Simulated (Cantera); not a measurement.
Charge: 1 mol SiHCl3, 3.5 mol NH3, 87 mol N2, at 1150 K and 6.10 mbar.

These are equilibrium values from Cantera (NASA tables, ideal gas, pure condensed phases), not measurements of a reactor. Candidate condensed phases: NH4Cl, Si, Si3N4; 28 gas species. Kinetics and transport are ignored.

Base state: N2 0.924, H2 0.0446, HCl 0.0314, SiCl4 1.69e-5 (mole fractions); condensed: Si3N4(s).

### Question
What changes in the equilibrium state with this change: NH3 from 3.5 to 0.2 mol?

### Answer
```
species         before     after
-------------  -------  --------
N2               0.924     0.978
HCl             0.0314    0.0165
SiCl4          1.69e-5   0.00417
H2              0.0446  0.000771
SiCl3          2.74e-6  0.000169
SiCl2          4.86e-6   7.49e-5
Si3N4(s), mol    0.333     0.203
```
The tables' values for SiCl3 are old estimates; treat these amounts as uncertain.

### Question
What changes in the equilibrium state with this change: temperature from 1150 K to 1850 K?

### Answer
| species | before | after |
|---|---|---|
| N2 | 0.924 | 0.922 |
| H2 | 0.0446 | 0.0526 |
| HCl | 0.0314 | 0.0128 |
| SiCl2 | 4.86e-6 | 0.00888 |
| Si | <1e-9 | 0.00104 |
| SiCl | <1e-9 | 0.000295 |
| Si3N4(s), mol | 0.333 | 0 |
The tables' values for SiCl, SiN, SiCl3 are old estimates; treat these amounts as uncertain.

### Question
What changes in the equilibrium state with this change: temperature from 1150 K to 1625 K?

### Answer
| species | before | after |
|---|---|---|
| N2 | 0.924 | 0.924 |
| H2 | 0.0446 | 0.0498 |
| HCl | 0.0314 | 0.0203 |
| SiCl2 | 4.86e-6 | 0.00542 |
| H | 2.02e-7 | 0.000202 |
| Cl | 1.25e-7 | 6.47e-5 |
| SiCl4 | 1.69e-5 | 8.96e-7 |
| Si3N4(s), mol | 0.333 | 0.158 |
The tables' values for SiCl3 are old estimates; treat these amounts as uncertain.
